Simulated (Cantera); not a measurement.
A Cantera script and its output.

```python
import numpy as np
import cantera as ct

gas = ct.Solution("gri30.yaml")
gas.TPX = 1975, 16000, {'CH4': 1, 'H2O': 2.2, 'H2': 1.6}
inlet = ct.Reservoir(gas, clone=True)

reactor = ct.IdealGasConstPressureReactor(gas, energy="off", clone=False)
exhaust = ct.Reservoir(gas, clone=True)
tau = [4.3, 1.8, 0.76, 0.32, 0.13, 0.056, 0.024, 0.01, 0.0042][0]
for a, b in ((inlet, reactor), (reactor, exhaust)):
    ct.MassFlowController(a, b, mdot=lambda t: reactor.mass / tau)
net = ct.ReactorNet([reactor])
show = ['CH4', 'H2O', 'H2', 'C2H4', 'C2H6', 'CH2CO', 'HCO']

rows = []
print(f"{'tau/s':>10s}{'T/K':>9s}" + "".join(f"{s:>11s}" for s in show))
for tau in [4.3, 1.8, 0.76, 0.32, 0.13, 0.056, 0.024, 0.01, 0.0042]:
    net.initial_time = 0.0
    net.advance(30 * tau)
    before = gas.X
    net.advance(40 * tau)
    drift = np.max(np.abs(gas.X - before) / (gas.X + 1e-9))
    rows.append([gas.T, *gas[show].X, drift])
    print(f"{tau:10.3e}{gas.T:9.1f}" + "".join(f"{x:11.3e}" for x in gas[show].X))
```

Result:

```
     tau/s      T/K        CH4        H2O         H2       C2H4       C2H6      CH2CO        HCO
 4.300e+00   1975.0  1.012e-03  1.704e-01  6.798e-01  4.749e-07  1.318e-08  2.403e-07  2.974e-08
 1.800e+00   1975.0  2.047e-03  1.734e-01  6.770e-01  1.914e-06  5.352e-08  8.352e-07  3.673e-08
 7.600e-01   1975.0  3.780e-03  1.804e-01  6.708e-01  6.366e-06  1.816e-07  2.586e-06  4.866e-08
 3.200e-01   1975.0  6.475e-03  1.950e-01  6.587e-01  1.789e-05  5.310e-07  7.002e-06  6.825e-08
 1.300e-01   1975.0  1.061e-02  2.216e-01  6.370e-01  4.487e-05  1.425e-06  1.687e-05  1.014e-07
 5.600e-02   1975.0  1.616e-02  2.574e-01  6.078e-01  9.585e-05  3.293e-06  3.285e-05  1.496e-07
 2.400e-02   1975.0  2.420e-02  2.992e-01  5.722e-01  1.962e-04  7.277e-06  5.425e-05  2.192e-07
 1.000e-02   1975.0  3.676e-02  3.408e-01  5.333e-01  4.089e-04  1.606e-05  7.470e-05  3.133e-07
 4.200e-03   1975.0  5.583e-02  3.742e-01  4.954e-01  8.463e-04  3.410e-05  8.317e-05  4.232e-07
```

Computed with Cantera and GRI-Mech 3.0 (53 species, 325 reactions).
